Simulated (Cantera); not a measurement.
A jet of 7.38 % CH4, 9.38 % O2, 83.2 % N2, equivalence ratio 1.6 at 300 K and 0.0660 bar hits a platinum plate 4.9 cm away at a mass flux of 0.059 kg/m²/s; the plate temperature is set and raised in steps from an oxygen-covered start.

Computed with Cantera and Deutschmann's 1995 Pt surface mechanism with GRI-Mech 3.0 gas chemistry. Catalytic surfaces can have several steady states; this one follows from the mechanism file's or the stated starting coverage.

x: mole fraction at the wall; θ: surface coverage.

| plate T (K) | wall x CH4 | wall x O2 | wall x H2O | wall x OH | wall x CO | wall x CO2 | θ free Pt | θ H* | θ CO* | θ C* |
|---|---|---|---|---|---|---|---|---|---|---|
| 900 | 0.0183 | 0.00681 | 0.0986 | <1e-8 | 0.0575 | 0.000437 | 0.502 | 0.000800 | 0.323 | 0.175 |
| 950 | … | … | 0.0969 | <1e-8 | 0.0623 | … | … | … | … | … |
| 1000 | 0.00889 | 0.00350 | 0.0947 | <1e-8 | 0.0668 | 0.000785 | 0.755 | 0.00187 | 0.151 | 0.0924 |
| 1050 | 0.00682 | 0.00280 | 0.0928 | <1e-8 | 0.0679 | 0.00201 | 0.871 | 0.00182 | 0.0967 | 0.0305 |
| 1100 | 0.00607 | 0.00257 | 0.0908 | <1e-8 | 0.0668 | 0.00417 | 0.932 | 0.00165 | 0.0554 | 0.0106 |
| 1150 | 0.00580 | 0.00253 | 0.0882 | 1.35e-8 | 0.0644 | 0.00727 | 0.964 | 0.00148 | 0.0307 | 0.00414 |
| 1200 | 0.00574 | 0.00256 | 0.0851 | … | 0.0611 | … | 0.980 | … | … | … |
| 1250 | 0.00577 | 0.00262 | 0.0816 | 8.71e-8 | 0.0571 | 0.0157 | 0.988 | 0.00122 | 0.00963 | 0.000854 |

Question: What belongs in the gaps?

Answer: 
- 950, wall x CH4: 0.0136
- 950, wall x O2: 0.00518
- 950, wall x CO2: 0.000343
- 950, θ free Pt: 0.598
- 950, θ H*: 0.00153
- 950, θ CO*: 0.200
- 950, θ C*: 0.200
- 1200, wall x OH: 3.56e-8
- 1200, wall x CO2: 0.0112
- 1200, θ H*: 0.00134
- 1200, θ CO*: 0.0171
- 1200, θ C*: 0.00180
